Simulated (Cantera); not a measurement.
Cantera run:

```python
import numpy as np
import cantera as ct

gas_names = [...]  # 91 gases of nasa_gas.yaml made of C, Cl, H
cond_names = """
    C(gr) C6H6(L) C7H8(L) C8H18(L),n-octa
""".split()


# ... load() reads the species with a 1 bar reference pressure and builds the phases ...
atoms = {
    'CH3Cl': {'C': 1, 'H': 3, 'CL': 1},
}
top_T = {'C(gr)': 4500}  # K; cautious upper limits of use, not melting points


# ... equilibrate(T, P, feed) seeds the gas with the atoms and calls Mixture.equilibrate('TP', solver="vcs", rtol=1e-11, max_steps=5000) ...
results = []
feed = {'CH3Cl': 1}  # mol
T = 2350  # K
P = 3100  # Pa
mix = equilibrate(T, P, feed)
results.append((T, P, feed, dict(zip(mix.species_names, mix.species_moles))))
x = sorted(zip(gas.X, gas.species_names), reverse=True)
print(f"T = {T:g} K  P = {P:g} Pa  gas = {mix.phase_moles(0):.4g} mol")
print("   x: " + "  ".join(f"{s} {v:.3e}" for v, s in x if v > 1e-06))
print("   condensed (mol): " + ("  ".join(f"{mix.phase(i).name} {mix.phase_moles(i):.4g}"
      for i in range(1, mix.n_phases) if mix.phase_moles(i) > 1e-12) or "none"))
```

Output:

```
T = 2350 K  P = 3100 Pa  gas = 2.085 mol
   x: H2 4.693e-01  HCL 4.465e-01  H 4.852e-02  CL 3.308e-02  C2H2,acetylene 2.589e-03  C2HCL 2.180e-05  C2H 1.369e-05  CL2 6.353e-06  C4H2 5.864e-06  CH3 2.554e-06  C3 1.332e-06  CH4 1.329e-06  C2H2,vinylidene 1.174e-06
   condensed (mol): C(gr) 0.989
```

Method: chemical equilibrium by Gibbs-energy minimisation in Cantera with the NASA 1993 tables (ideal gas, pure condensed phases).
